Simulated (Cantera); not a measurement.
Cantera run:

```python
import numpy as np
import cantera as ct

gas_names = [...]  # 136 gases of nasa_gas.yaml made of C, H, N, O
cond_names = """
    C(gr) C6H6(L) C7H8(L) C8H18(L),n-octa H2O(s) H2O(L)
""".split()


# ... load() reads the species with a 1 bar reference pressure and builds the phases ...
atoms = {
    'acetone': {'C': 3, 'H': 6, 'O': 1},
    'O2': {'O': 2},
    'N2': {'N': 2},
}
top_T = {'C(gr)': 4500}  # K; cautious upper limits of use, not melting points


# ... equilibrate(T, P, feed) seeds the gas with the atoms and calls Mixture.equilibrate('TP', solver="vcs", rtol=1e-11, max_steps=5000) ...
results = []
feed = {'acetone': 1, 'O2': 0.026, 'N2': 0.43}  # mol
P = 10000  # Pa
for T in [2148, 2198, 2248, 2298, 2348, 2398, 2448, 2498, 2548, 2598, 2648, 2698, 2748]:
    mix = equilibrate(T, P, feed)
    results.append((T, P, feed, dict(zip(mix.species_names, mix.species_moles))))

top = {s: max(r[3][s] / sum(r[3][g] for g in gas_names) for r in results) for s in gas_names}
cols = sorted((s for s in top if top[s] > 1e-05), key=lambda s: -top[s])[:6]
seen = [c for c in cond_names if any(r[3].get(c, 0) > 1e-12 for r in results)]
print("log10 of partial pressures in bar; condensed amounts in mol")
print(f"{'T/K':>10s}" + "".join(f"{s[:9]:>10s}" for s in cols + seen))
for T, P, feed, n in results:
    ng = sum(n[g] for g in gas_names)
    print(f"{T:10.4g}" + "".join(f"{np.log10(max(n[s] / ng * P / 1e5, 1e-99)):10.3f}" for s in cols)
          + "".join(f"{n.get(c, 0):10.4g}" for c in seen))
```

Output:

```
log10 of partial pressures in bar; condensed amounts in mol
       T/K        H2        CO         H        N2       HCN C2H2,acet     C(gr)
      2148    -1.183    -1.632    -2.972    -2.036    -3.206    -3.901     1.906
      2198    -1.186    -1.633    -2.847    -2.039    -3.136    -3.782     1.897
      2248    -1.189    -1.634    -2.728    -2.044    -3.071    -3.669     1.887
      2298    -1.193    -1.635    -2.615    -2.049    -3.010    -3.562     1.874
      2348    -1.198    -1.636    -2.507    -2.054    -2.952    -3.461      1.86
      2398    -1.204    -1.638    -2.405    -2.060    -2.898    -3.365     1.844
      2448    -1.211    -1.640    -2.307    -2.067    -2.847    -3.274     1.825
      2498    -1.220    -1.643    -2.213    -2.075    -2.800    -3.189     1.805
      2548    -1.230    -1.646    -2.125    -2.084    -2.756    -3.110     1.781
      2598    -1.242    -1.650    -2.040    -2.094    -2.715    -3.035     1.755
      2648    -1.256    -1.654    -1.960    -2.105    -2.679    -2.966     1.726
      2698    -1.272    -1.659    -1.885    -2.117    -2.645    -2.903     1.694
      2748    -1.291    -1.665    -1.813    -2.129    -2.615    -2.845     1.659
```

Method: chemical equilibrium by Gibbs-energy minimisation in Cantera with the NASA 1993 tables (ideal gas, pure condensed phases). The feed counts by its element totals alone.
